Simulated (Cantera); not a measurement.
What does this Cantera script print?

```python
import numpy as np
import cantera as ct

gas_names = """
    C CN CO CO2 C2 CCN CNC C2N2 C2O C3 C3O2 C4 C4N2 C5 N NCO NO NO2 NO3 N2 N2O O O2 O3 Si SiC SiC2 SiN
    SiO SiO2 Si2 Si2C Si2N Si3
""".split()
cond_names = """
    C(gr) Si(cr) Si(L) SiC(b) SiO2(Lqz) SiO2(hqz) SiO2(L) Si2N2O(s) Si3N4(a)
""".split()


def load(file, names, dense=False):
    # The tables refer to 1 bar. Condensed volumes are neglected.
    table = {s.name: s for s in ct.Species.list_from_file(file)}
    out = []
    for n in names:
        d = dict(table[n].input_data)
        d["thermo"] = dict(d["thermo"], **{"reference-pressure": 1e5})
        if dense:
            d["equation-of-state"] = {"model": "constant-volume", "density": "1e6 g/cm^3"}
        out.append(ct.Species.from_dict(d))
    return out


gas = ct.Solution(thermo="ideal-gas", species=load("nasa_gas.yaml", gas_names))
cond = {s.name: ct.Solution(thermo="fixed-stoichiometry", species=[s], name=s.name)
        for s in load("nasa_condensed.yaml", cond_names, dense=True)}
atoms = {
    'Si3N4': {'Si': 3, 'N': 4},
    'CO2': {'C': 1, 'O': 2},
    'N2': {'N': 2},
}
top_T = {'C(gr)': 4500, 'SiC(b)': 3050, 'Si2N2O(s)': 2100, 'Si3N4(a)': 2400}  # K; cautious upper limits of use, not melting points


def equilibrate(T, P, feed):
    n = {}
    for name, mol in feed.items():
        for a, k in atoms[name].items():
            n[a] = n.get(a, 0.0) + k * mol
    gas.TPX = T, P, n
    mass = sum(n.values()) * gas.mean_molecular_weight
    gas.equilibrate("TP")
    valid = [c for c in cond.values() if c.min_temp <= T <= top_T.get(c.name, c.max_temp)]
    mix = ct.Mixture([(gas, mass / gas.mean_molecular_weight)] + [(c, 0.0) for c in valid])
    mix.T, mix.P = T, P
    mix.equilibrate("TP", solver="vcs", rtol=1e-11, max_steps=5000)
    return mix


results = []
feed = {'Si3N4': 1, 'CO2': 0.028, 'N2': 390}  # mol
T = 1598  # K
P = 0.59  # Pa
mix = equilibrate(T, P, feed)
results.append((T, P, feed, dict(zip(mix.species_names, mix.species_moles))))
print(gas.report(threshold=1e-06))
for i in range(1, mix.n_phases):
    print(f"{mix.phase(i).name:16s} {mix.phase_moles(i):12.5e} mol")
```

Output:

```
       temperature   1598 K
          pressure   0.59 Pa
           density   1.2442e-06 kg/m^3
  mean mol. weight   28.018 kg/kmol
   phase of matter   gas

                          1 kg             1 kmol
                     ---------------   ---------------
          enthalpy        1.6063e+06        4.5007e+07  J
   internal energy        1.1321e+06         3.172e+07  J
           entropy             12287        3.4427e+05  J/K
    Gibbs function       -1.8029e+07       -5.0513e+08  J
 heat capacity c_p              1248             34968  J/K
 heat capacity c_v            951.28             26653  J/K

                      mass frac. Y      mole frac. X     chem. pot. / RT
                     ---------------   ---------------   ---------------
                CO        2.1247e-05        2.1254e-05           -58.081
                N2            0.9923           0.99245           -38.257
                Si         0.0073611         0.0073436           -5.5133
               SiN        2.3173e-05        1.5425e-05           -24.642
               SiO        0.00018964        0.00012053           -57.492
               Si2        1.6789e-05        8.3746e-06           -11.027
              Si2C        5.5959e-05        2.2996e-05           -17.129
              Si2N        2.9965e-05        1.1964e-05           -30.155
     [  +26 minor]        2.5776e-06        8.6783e-07

C(gr)             0.00000e+00 mol
Si(cr)            0.00000e+00 mol
SiC(b)            1.05084e-02 mol
SiO2(hqz)         0.00000e+00 mol
Si2N2O(s)         0.00000e+00 mol
Si3N4(a)          0.00000e+00 mol
```

Cantera equilibrium calculation (NASA polynomials, part measured and part estimated; ideal gas, pure solids and liquids). The tables' values for SiN are old estimates; treat these amounts as uncertain.
